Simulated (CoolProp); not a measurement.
Model: reference Helmholtz-energy equation of state, Lemmon 2006, in CoolProp. It is a short technical equation, of lower accuracy than the large ones.

**Question.** Give the vapour pressure (kPa), liquid density (kg/m³), liquid cp (kJ/(kg K)), surface tension (mN/m) of saturated CH3F (R41) at -53.55 °C.

**Answer.** 
```csv
T (°C),p (kPa),liquid density (kg/m³),liquid cp (kJ/(kg K)),surface tension (mN/m)
-53.55,335,827,2.13,11.7
```

Surface tension comes from a separate correlation (Mulero 2012).
